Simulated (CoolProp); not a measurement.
Vapour-liquid equilibrium of R13 (1) + isobutane (2) at 0.0853 MPa; x and y are mole fractions of (1).

Computed with CoolProp (multi-fluid Helmholtz-energy mixture model, Platzer 1990 and Bücker 2006; pair parameters Bell 2016). This equation is an older, rougher fit; its heat capacities, sound speeds and derivatives of the liquid may be far off and weren't checked against measurements.

| x | bubble temperature (K) | y at the bubble point | dew temperature at overall composition x (K) | liquid density (mol/L) |
|---|---|---|---|---|
| 0.05 | 235.1 | 0.637 | 255.8 | ? |
| 0.15 | 214.5 | 0.893 | ? | 11.42 |
| 0.25 | 205.7 | 0.944 | 250.3 | 11.84 |
| 0.35 | 201.0 | 0.963 | 247.1 | 12.21 |
| 0.45 | 198.0 | 0.973 | 243.5 | ? |
| 0.55 | 195.9 | 0.979 | 239.4 | 12.90 |
| 0.65 | 194.1 | 0.984 | 234.4 | 13.25 |
| 0.75 | 192.6 | 0.988 | 228.2 | 13.62 |
| 0.85 | 191.1 | ? | 219.7 | 14.02 |
| 0.95 | 189.4 | 0.997 | 204.4 | 14.44 |

Problem. Complete the blanks.

Solution. 
- 0.05, liquid density (mol/L): 10.80
- 0.15, dew temperature at overall composition x (K): 253.2
- 0.45, liquid density (mol/L): 12.55
- 0.85, y at the bubble point: 0.992

No azeotrope shows between x = 0.05 and 0.95.

Pair parameters are fitted to limited data, so mixtures are less certain than the pure fluids. With so large a gap from Raoult's law the liquid may split in two, which this calculation doesn't test in full.
